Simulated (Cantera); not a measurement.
# Premixed flame

A freely propagating, adiabatic, planar premixed flame of H2 : O2 : N2 = 1 : 0.532 : 2 (molar parts), equivalence ratio 0.94, unburnt at 475 K and 10.0 bar; mixture-averaged transport, grid criteria slope 0.08 and curve 0.16, no radiation.

Cantera simulation using the H2/O2 subset of GRI-Mech 3.0, which has no nitrogen chemistry; the numbers are that mechanism's predictions, not measurements. The hydrogen kinetics of GRI-Mech 3.0 are dated; newer H2 mechanisms differ, most at raised pressure. Burning velocities carry a grid error of a few per cent, more on coarse grids.

```tsv
z (mm)	T (K)	u (m/s)	x H2	x O2	x OH	x H	x H2O	x H2O2
-0.0754	475	3.11	0.283	0.151	<1e-8	<1e-8	4.63e-7	<1e-8
-0.0503	475	3.11	0.282	0.151	<1e-8	<1e-8	4.73e-6	1.74e-8
-0.0377	476	3.11	0.280	0.151	<1e-8	<1e-8	2.48e-5	1.05e-7
-0.0251	483	3.12	0.271	0.153	<1e-8	<1e-8	0.000328	1.81e-6
-0.0126	609	3.76	0.228	0.157	2.60e-5	1.03e-5	0.0114	8.24e-5
-0.00628	980	5.82	0.173	0.143	0.000854	0.00118	0.0585	0.000202
0	1452	8.45	0.109	0.104	0.00309	0.00721	0.140	4.53e-5
0.00628	1776	10.3	0.0613	0.0646	0.00744	0.0128	0.210	6.24e-6
0.0126	1959	11.3	0.0382	0.0425	0.0114	0.0132	0.246	4.16e-6
0.0251	2141	12.3	0.0243	0.0284	0.0142	0.00933	0.272	2.72e-6
0.0503	2289	13.0	0.0167	0.0224	0.0131	0.00468	0.288	1.85e-6
0.101	2387	13.5	0.0106	0.0191	0.0105	0.00202	0.300	1.30e-6
0.201	2442	13.8	0.00636	0.0173	0.00829	0.000879	0.308	9.85e-7
```
x: mole fraction of selected species; z is measured from the peak of heat release.

The laminar burning velocity is 311 cm/s. The thermal thickness is 0.0251 mm and the peak x(OH) is 0.0142. The peak x(H) is 0.0135, the peak x(H2O2) comes out as 0.000202 and the grid points comes out as 109.
